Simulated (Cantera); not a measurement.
A Cantera script and what it prints.

```python
import numpy as np
import cantera as ct

gas_names = """
    F F2 H HF H2 H2F2 H3F3 H4F4 H5F5 H6F6 H7F7 N NF NF2 NF3 NH NH2 NH3 N2 N2H2 N2H4 Si SiF SiF2 SiF3
    SiF4 SiH SiHF3 SiH2 SiH2F2 SiH3 SiH3F SiH4 SiN Si2 Si2N Si3
""".split()
cond_names = """
    Si(cr) Si(L) Si3N4(a)
""".split()


# ... load() reads the species with a 1 bar reference pressure and builds the phases ...
atoms = {
    'SiF4': {'Si': 1, 'F': 4},
    'N2': {'N': 2},
    'H2': {'H': 2},
}
top_T = {'Si3N4(a)': 2400}  # K; cautious upper limits of use, not melting points


# ... equilibrate(T, P, feed) seeds the gas with the atoms and calls Mixture.equilibrate('TP', solver="vcs", rtol=1e-11, max_steps=5000) ...
results = []
feed = {'SiF4': 1, 'N2': 61, 'H2': 0.14}  # mol
P = 4100  # Pa
for T in [1300, 1350, 1400, 1450, 1500, 1550, 1600, 1650, 1700, 1750, 1800, 1850, 1900]:
    mix = equilibrate(T, P, feed)
    results.append((T, P, feed, dict(zip(mix.species_names, mix.species_moles))))

top = {s: max(r[3][s] / sum(r[3][g] for g in gas_names) for r in results) for s in gas_names}
cols = sorted((s for s in top if top[s] > 1e-05), key=lambda s: -top[s])[:8]
seen = [c for c in cond_names if any(r[3].get(c, 0) > 1e-12 for r in results)]
print("log10 of partial pressures in bar; condensed amounts in mol")
print(f"{'T/K':>10s}" + "".join(f"{s[:9]:>10s}" for s in cols + seen))
for T, P, feed, n in results:
    ng = sum(n[g] for g in gas_names)
    print(f"{T:10.4g}" + "".join(f"{np.log10(max(n[s] / ng * P / 1e5, 1e-99)):10.3f}" for s in cols)
          + "".join(f"{n.get(c, 0):10.4g}" for c in seen))
```

Result:

```
log10 of partial pressures in bar; condensed amounts in mol
       T/K        N2      SiF4        HF      SiF3        H2      SiF2         H     SiHF3
      1300    -1.395    -3.187    -5.007    -5.041    -4.060    -6.964    -7.986    -6.271
      1350    -1.395    -3.190    -4.827    -4.857    -4.072    -6.642    -7.659    -6.266
      1400    -1.395    -3.195    -4.661    -4.691    -4.091    -6.350    -7.358    -6.268
      1450    -1.395    -3.201    -4.509    -4.540    -4.116    -6.085    -7.082    -6.279
      1500    -1.395    -3.209    -4.370    -4.405    -4.151    -5.846    -6.830    -6.299
      1550    -1.396    -3.219    -4.244    -4.284    -4.198    -5.632    -6.601    -6.331
      1600    -1.396    -3.230    -4.131    -4.178    -4.261    -5.442    -6.395    -6.377
      1650    -1.396    -3.243    -4.032    -4.086    -4.344    -5.278    -6.214    -6.440
      1700    -1.396    -3.257    -3.947    -4.008    -4.453    -5.139    -6.058    -6.523
      1750    -1.396    -3.271    -3.878    -3.945    -4.596    -5.028    -5.932    -6.631
      1800    -1.396    -3.284    -3.825    -3.897    -4.779    -4.946    -5.836    -6.769
      1850    -1.396    -3.294    -3.788    -3.863    -5.004    -4.894    -5.771    -6.936
      1900    -1.396    -3.301    -3.766    -3.841    -5.266    -4.867    -5.733    -7.128
```

Method: chemical equilibrium by Gibbs-energy minimisation in Cantera with the NASA 1993 tables (ideal gas, pure condensed phases). The tables' values for SiF3, SiF2 are old estimates; treat these amounts as uncertain.
